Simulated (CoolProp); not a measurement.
Properties of C3F8 (R218) along the isotherm -34.35 °C.

Values from CoolProp's reference Helmholtz-energy equation of state, Lemmon 2006. It is a short technical equation, of lower accuracy than the large ones.

| p (MPa) | phase | density (kg/m³) | cp (kJ/(kg K)) | cv (kJ/(kg K)) | conductivity (mW/(m K)) |
|---|---|---|---|---|---|
| 1.33 | liquid | 1608 | 0.9766 | 0.6902 | 62.0 |
| 2.67 | liquid | 1614 | 0.9727 | 0.6901 | 62.7 |
| 4 | liquid | 1620 | 0.9692 | 0.6900 | 63.3 |
| 5.33 | liquid | 1626 | 0.9659 | 0.6900 | 64.0 |
| 6.67 | liquid | 1632 | 0.9630 | 0.6900 | 64.6 |
| 8 | liquid | 1637 | 0.9602 | 0.6901 | 65.2 |
| 9.33 | liquid | 1643 | 0.9577 | 0.6902 | 65.8 |
| 10.7 | liquid | 1648 | 0.9553 | 0.6903 | 66.4 |
| 12 | liquid | 1653 | 0.9532 | 0.6905 | 66.9 |
| 13.3 | liquid | 1657 | 0.9512 | 0.6907 | 67.5 |
| 14.7 | liquid | 1662 | 0.9492 | 0.6909 | 68.1 |
| 16 | liquid | 1667 | 0.9475 | 0.6912 | 68.6 |
| 17.3 | liquid | 1671 | 0.9459 | 0.6914 | 69.1 |
| 18.7 | liquid | 1676 | 0.9443 | 0.6917 | 69.7 |
| 20 | liquid | 1680 | 0.9428 | 0.6921 | 70.2 |

Thermal conductivity comes from a separate model (Huber 2003), an estimate that may be off by 10 % or more.
